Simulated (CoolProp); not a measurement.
Vapour-liquid equilibrium of C2F6 (R116) (1) + R22 (2) at 0.4 MPa; x and y are mole fractions of (1).

Model: multi-fluid Helmholtz-energy mixture model, Lemmon 2006 and Kamei 1995; pair parameters Bell 2016, in CoolProp.

| x | bubble temperature, mixture model (°C) | bubble temperature, Raoult's law (°C) | y, mixture model | y, Raoult's law |
|---|---|---|---|---|
| 0.05 | -20.7 | -10.5 | 0.406 | 0.173 |
| 0.15 | -35.0 | -17.4 | 0.684 | 0.425 |
| 0.25 | -40.2 | -23.2 | 0.761 | 0.594 |
| 0.35 | -42.4 | -28.1 | 0.792 | 0.711 |
| 0.45 | -43.6 | -32.3 | 0.809 | 0.795 |
| 0.55 | -44.4 | -35.9 | 0.824 | 0.858 |
| 0.65 | -45.3 | -39.2 | 0.842 | 0.904 |
| 0.75 | -46.2 | -42.0 | 0.867 | 0.940 |
| 0.85 | -47.0 | -44.6 | 0.904 | 0.968 |
| 0.95 | -47.8 | -46.9 | 0.961 | 0.991 |

The largest gap from Raoult's law is -17.6 K in bubble temperature, at x = 0.15. No azeotrope shows between x = 0.05 and 0.95.

Pair parameters are fitted to limited data, so mixtures are less certain than the pure fluids. With so large a gap from Raoult's law the liquid may split in two, which this calculation doesn't test in full.
